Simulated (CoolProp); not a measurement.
Saturated liquid density (kg/m³) of cis-2-butene: the reference equation beside estimates from Tc = 435.8 K, pc = 42.36 bar, ω = 0.202. Rackett uses Z = 0.29056 − 0.08775 ω.

Values from CoolProp's reference Helmholtz-energy equation of state, Lemmon 2005. It is a short technical equation, of lower accuracy than the large ones.

```
T (K)  reference  Rackett  van der Waals  Redlich-Kwong  Soave-Redlich-Kwong  Peng-Robinson
-----  ---------  -------  -------------  -------------  -------------------  -------------
337.9      564.6    561.3          347.8          495.2                513.3          582.3
344.2      555.7    552.5          342.2          485.1                503.3          571.1
350.5      546.5    543.3          336.3          474.5                492.8          559.2
356.7      537.1    533.9          330.3          463.7                481.9          546.9
363        527.2    524.0          324.0          452.3                470.4          533.8
369.3      516.8    513.7          317.3          440.3                458.2          519.9
375.5      506.1    503.0          310.4          427.9                445.5          505.3
381.8      494.6    491.6          303.1          414.7                431.8          489.6
388.1      482.3    479.5          295.3          400.7                417.2          472.7
```

Absolute difference from the reference over all 9 rows, mean and median: Rackett 0.6 and 0.6 %, van der Waals 38.6 and 38.5 %, Redlich-Kwong 14.4 and 14.2 %, Soave-Redlich-Kwong 11.0 and 10.8 %, Peng-Robinson 1.7 and 1.8 %.
